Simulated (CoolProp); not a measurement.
A single-stage vapour-compression cycle with R365MFC: evaporating at 316.15 K (dew point), condensing at 354.15 K (bubble point), superheat 8 K, subcooling 5 K, compressor efficiency 0.6, no pressure losses. Each further row changes one setting.

Values from CoolProp's reference Helmholtz-energy equation of state, Lemmon 2016.

| case | cooling COP | pressure ratio | discharge temperature (K) | refrigerating effect (kJ/kg) | volumetric capacity (kJ/m³) |
|---|---|---|---|---|---|
| as stated | 4.33 | 3.23 | 360.6 | 147 | 948 |
| evaporating temperature 321.15 K | 5.20 | 2.72 | 360.5 | 152 | 1150 |
| condensing temperature 349.15 K | 5.14 | 2.81 | 356.2 | 155 | 996 |
| subcooling 10 K | 4.55 | 3.23 | 360.6 | 155 | 996 |
| superheat 18 K | 4.46 | 3.23 | 370.8 | 158 | 981 |
| compressor efficiency 0.5 | 3.61 | 3.23 | 366.3 | 147 | 948 |
